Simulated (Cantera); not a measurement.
A closed system holds: 1 mol Si2H6, a varied amount of N2O, equilibrated at 1150 K and 12.0 Pa.

These are equilibrium values from Cantera (NASA tables, ideal gas, pure condensed phases), not measurements of a reactor. Candidate condensed phases: H2O, Si, SiO2, Si2N2O, Si3N4; 35 gas species. The feed counts by its element totals alone. The tables hold silica as quartz up to 1696 K and as liquid above; real silica turns to tridymite and cristobalite and melts near 1996 K. Rates play no part.

Task: At 6.5 mol N2O, list the 3 most abundant gas species with their mole fractions, and the condensed phases.

Result: N2 0.684, H2O 0.263, H2 0.0526. Condensed: SiO2(β-quartz).
